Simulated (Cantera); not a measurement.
## Thermodynamics of carbon deposition, reforming and gasification, feed CO + H₂O + N₂

Feed: 1 mol CO, 0.52 mol H₂O, a varied amount of N₂, at 2450 °C and 1.00 Torr.

Cantera equilibrium calculation (NASA polynomials, part measured and part estimated; ideal gas, pure solids and liquids). Candidate condensed phases: C, C₆H₆, C₇H₈, C₈H₁₈, H₂O; 136 gas species. Equilibrium is a limit: real reactors are often held back by kinetics, nucleation or transport.

| n(N₂) (mol) | log p N₂ | log p CO | log p H | log p O | log p H₂ | log p OH | log p CO₂ | log p O₂ |
|---|---|---|---|---|---|---|---|---|
| 0.79 | -3.48 | -3.38 | -3.46 | -3.83 | -4.51 | -4.68 | -4.85 | -4.86 |
| 1.3 | -3.33 | -3.45 | -3.52 | -3.88 | -4.62 | -4.79 | -4.97 | -4.97 |
| 2 | -3.22 | -3.53 | -3.58 | -3.95 | -4.75 | -4.91 | -5.11 | -5.09 |
| 3.2 | -3.12 | -3.63 | -3.67 | -4.03 | -4.93 | -5.09 | -5.30 | -5.26 |
| 5.2 | -3.04 | -3.77 | -3.79 | -4.15 | -5.17 | -5.32 | -5.55 | -5.49 |
| 8.3 | -2.99 | -3.91 | -3.93 | -4.28 | -5.44 | -5.59 | -5.82 | -5.75 |
| 13 | -2.95 | -4.07 | -4.07 | -4.42 | -5.73 | -5.88 | -6.12 | -6.04 |
| 21 | -2.92 | -4.25 | -4.25 | -4.59 | -6.08 | -6.22 | -6.47 | -6.37 |
| 34 | -2.91 | -4.44 | -4.43 | -4.77 | -6.45 | -6.59 | -6.85 | -6.74 |
log p: log10 of the partial pressure in bar; nothing condenses.

From 0.79 mol N₂ to 34 mol N₂ nothing is condensed. The main C-bearing gas is CO throughout.
